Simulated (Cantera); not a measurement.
A Cantera script and what it prints.

```python
import numpy as np
import cantera as ct

gas_names = """
    C CN CO CO2 C2 CCN CNC C2N2 C2O C3 C3O2 C4 C4N2 C5 N NCO NO NO2 NO3 N2 N2O O O2 O3 Si SiC SiC2 SiN
    SiO SiO2 Si2 Si2C Si2N Si3
""".split()
cond_names = """
    C(gr) Si(cr) Si(L) SiC(b) SiO2(Lqz) SiO2(hqz) SiO2(L) Si2N2O(s) Si3N4(a)
""".split()


# ... load() reads the species with a 1 bar reference pressure and builds the phases ...
atoms = {
    'Si3N4': {'Si': 3, 'N': 4},
    'CO2': {'C': 1, 'O': 2},
    'N2': {'N': 2},
    'N2O': {'N': 2, 'O': 1},
}
top_T = {'C(gr)': 4500, 'SiC(b)': 3050, 'Si2N2O(s)': 2100, 'Si3N4(a)': 2400}  # K; cautious upper limits of use, not melting points


# ... equilibrate(T, P, feed) seeds the gas with the atoms and calls Mixture.equilibrate('TP', solver="vcs", rtol=1e-11, max_steps=5000) ...
results = []
feed = {'Si3N4': 1, 'CO2': 0.35, 'N2': 7.4, 'N2O': 1.9}  # mol
P = 133.322  # Pa
for T in [1173, 1323, 1473, 1623, 1773, 1923, 2073]:
    mix = equilibrate(T, P, feed)
    results.append((T, P, feed, dict(zip(mix.species_names, mix.species_moles))))

top = {s: max(r[3][s] / sum(r[3][g] for g in gas_names) for r in results) for s in gas_names}
cols = sorted((s for s in top if top[s] > 0.0001), key=lambda s: -top[s])[:7]
seen = [c for c in cond_names if any(r[3].get(c, 0) > 1e-12 for r in results)]
print("log10 of partial pressures in bar; condensed amounts in mol")
print(f"{'T/K':>10s}" + "".join(f"{s[:9]:>10s}" for s in cols + seen))
for T, P, feed, n in results:
    ng = sum(n[g] for g in gas_names)
    print(f"{T:10.4g}" + "".join(f"{np.log10(max(n[s] / ng * P / 1e5, 1e-99)):10.3f}" for s in cols)
          + "".join(f"{n.get(c, 0):10.4g}" for c in seen))
```

It prints:

```
log10 of partial pressures in bar; condensed amounts in mol
       T/K        N2       SiO        Si        CO       Si2       SiN      Si2N     Si(L)    SiC(b) SiO2(hqz) Si2N2O(s)
      1173    -2.890    -9.588   -18.248    -4.348   -28.390   -18.811   -24.802         0         0       0.5      1.25
      1323    -2.890    -7.033   -14.361    -4.348   -22.188   -15.326   -19.564         0         0    0.4998      1.25
      1473    -2.893    -5.009   -11.272    -4.352   -17.262   -12.559   -15.408         0         0    0.4742     1.224
      1623    -2.945    -3.792    -8.288    -4.424   -12.312    -9.862   -11.109         0         0         0      0.75
      1773    -2.966    -3.640    -5.672    -4.696    -7.926    -7.473    -7.254     0.446    0.1397         0         0
      1923    -2.971    -3.671    -4.770    -4.483    -6.839    -6.757    -6.607    0.5521         0         0         0
      2073    -2.987    -3.687    -4.188    -4.501    -6.285    -6.339    -6.436         0         0         0         0
```

Cantera equilibrium calculation (NASA polynomials, part measured and part estimated; ideal gas, pure solids and liquids). Mutual solubility and eutectic melting of coexisting phases are not modelled. The tables' values for SiN are old estimates; treat these amounts as uncertain. The tables hold silica as quartz up to 1696 K and as liquid above; real silica turns to tridymite and cristobalite and melts near 1996 K.
